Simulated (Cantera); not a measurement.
# Stirred combustor or abatement burner

A perfectly stirred reactor is fed with 13.5 % H2, 9.35 % O2, 72.1 % N2, 5.12 % H2O, equivalence ratio 0.72, at 3750 Torr; it is adiabatic with a 800 K inlet, and is followed from long to short residence time, starting on the burning branch (τ in s: 0.34, 0.13, 0.049, 0.019, 0.0072, 0.0027, 0.001, 0.0004, 0.00015, 5.9e-05, 2.2e-05, 8.6e-06).

Cantera simulation using GRI-Mech 3.0 (53 species, 325 reactions); the numbers are that mechanism's predictions, not measurements. The hydrogen kinetics of GRI-Mech 3.0 are dated; newer H2 mechanisms differ, most at raised pressure.

```csv
τ (s),T (K),x H2,x O2,x H2O,x O,x N2O
0.34,1783,4.62e-5,0.0279,0.199,1.13e-5,2.54e-7
0.13,1783,7.32e-5,0.0279,0.199,1.58e-5,3.45e-7
0.049,1782,0.000128,0.0279,0.199,2.52e-5,5.14e-7
0.019,1780,0.000231,0.0279,0.199,4.29e-5,7.59e-7
0.0072,1777,0.000428,0.0279,0.198,7.71e-5,1.03e-6
0.0027,1772,0.000802,0.0280,0.198,0.000143,1.18e-6
0.0010,1764,0.00151,0.0281,0.196,0.000270,1.12e-6
0.00040,1750,0.00266,0.0285,0.195,0.000481,9.61e-7
0.00015,1724,0.00480,0.0293,0.191,0.000871,7.61e-7
5.9e-5,1683,0.00819,0.0308,0.187,0.00145,5.88e-7
2.2e-5,1612,0.0144,0.0338,0.178,0.00223,4.25e-7
8.6e-6,1492,0.0279,0.0410,0.161,0.00256,2.55e-7
```
x: mole fraction; the columns are a selection and need not sum to one.
